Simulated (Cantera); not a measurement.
Feed: 1 mol Si, 0.21 mol H2O, 69 mol H2, equilibrated at 1627 °C.

Cantera equilibrium calculation (NASA polynomials, part measured and part estimated; ideal gas, pure solids and liquids). Candidate condensed phases: H2O, Si, SiO2; 18 gas species. Equilibrium is a limit: real reactors are often held back by kinetics, nucleation or transport.

Task: At 1.50 Pa, list the 4 most abundant gas species with their mole fractions, and the condensed phases.

Result: H2 0.803, H 0.184, Si 0.0102, SiO 0.00272. Condensed: gas only.
